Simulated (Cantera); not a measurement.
Input: 1 mol FeS, a varied amount of H2, 0.61 mol H2O, held at 927 °C and 0.00410 bar.

Method: chemical equilibrium by Gibbs-energy minimisation in Cantera with the NASA 1993 tables (ideal gas, pure condensed phases). Candidate condensed phases: Fe, FeO, Fe(OH)2, Fe(OH)3, FeS, FeSO4, FeS2, Fe2O3, Fe2(SO4)3, Fe3O4, H2O, H2SO4, S; 22 gas species. Mutual solubility and eutectic melting of coexisting phases are not modelled. FeS: taken at fixed stoichiometry. The numbers say what is thermodynamically allowed, not how fast it happens.

Question: At 180 mol H2, list the 4 most abundant gas species with their mole fractions, and the condensed phases.

Answer: H2 0.992, H2S 0.00419, H2O 0.00338, SH 1.08e-5. Condensed: Fe(γ) + FeS(s).
